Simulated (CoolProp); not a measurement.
A single-stage vapour-compression cycle with neopentane: evaporating at 323.15 K (dew point), condensing at 358.15 K (bubble point), superheat 8 K, subcooling 5 K, compressor efficiency 0.9, no pressure losses. Each further row changes one setting.

Computed with CoolProp (reference Helmholtz-energy equation of state, Lemmon 2006). It is a short technical equation, of lower accuracy than the large ones.

```
case                              cooling COP  pressure ratio  discharge temperature (K)  refrigerating effect (kJ/kg)  volumetric capacity (kJ/m³)
--------------------------------  -----------  --------------  -------------------------  ----------------------------  ---------------------------
as stated                                   ?            2.31                      358.2                           219                         2270
evaporating temperature 328.15 K         8.56            2.02                      358.2                           227                         2670
condensing temperature 353.15 K          8.50               ?                      353.1                           233                         2410
subcooling 10 K                             ?            2.31                      358.2                           233                         2410
superheat 18 K                           7.28            2.31                      364.9                           239                         2370
compressor efficiency 0.8                   ?            2.31                      358.2                           219                         2270
```

Question: What belongs in the gaps?

Answer: 
- as stated, cooling COP: 7.01
- condensing temperature 353.15 K, pressure ratio: 2.07
- subcooling 10 K, cooling COP: 7.43
- compressor efficiency 0.8, cooling COP: 6.23

The compression ends wet for: as stated; evaporating temperature 328.15 K; condensing temperature 353.15 K; subcooling 10 K; compressor efficiency 0.8.
